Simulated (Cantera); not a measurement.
Abatement and gas-phase synthesis: HF + SO₂

Input: 1 mol HF, 0.31 mol SO₂, held at 3198 K.

These are equilibrium values from Cantera (NASA tables, ideal gas, pure condensed phases), not measurements of a reactor. Candidate condensed phases: H₂O, H₂SO₄, S; 43 gas species. The ideal-gas law is rough above about 30 bar. The tables' values for SOF₂ are old estimates; treat these amounts as uncertain. Kinetics and transport are ignored.

From 0.0750 Torr to 225000 Torr nothing is condensed.

| P (Pa) | x HF | x F | x H | x O | x SO₂ | x S | x SO | x O₂ | x OH |
|---|---|---|---|---|---|---|---|---|---|
| 10 | 0.0162 | 0.331 | 0.330 | 0.214 | 3.12e-7 | 0.107 | 0.000412 | 0.000100 | 0.000151 |
| 84 | 0.0964 | 0.280 | 0.277 | 0.227 | 2.58e-5 | 0.113 | 0.00384 | 0.000940 | 0.00113 |
| 710 | 0.286 | 0.171 | 0.160 | 0.227 | 0.00176 | 0.107 | 0.0310 | 0.00797 | 0.00549 |
| 6000 | 0.487 | 0.0857 | 0.0641 | 0.144 | 0.0272 | 0.0579 | 0.0894 | 0.0270 | 0.0118 |
| 50000 | 0.625 | 0.0435 | 0.0194 | 0.0553 | 0.0917 | 0.0189 | 0.0938 | 0.0333 | 0.0115 |
| 420000 | 0.696 | 0.0235 | 0.00476 | 0.0164 | 0.153 | 0.00512 | 0.0630 | 0.0245 | 0.00699 |
| 3600000 | 0.729 | 0.0133 | 0.00103 | 0.00427 | 0.192 | 0.00128 | 0.0353 | 0.0143 | 0.00338 |
| 30000000 | 0.744 | 0.00753 | 0.000223 | 0.00109 | 0.213 | 0.000316 | 0.0185 | 0.00776 | 0.00155 |
x: gas mole fraction; nothing condenses.
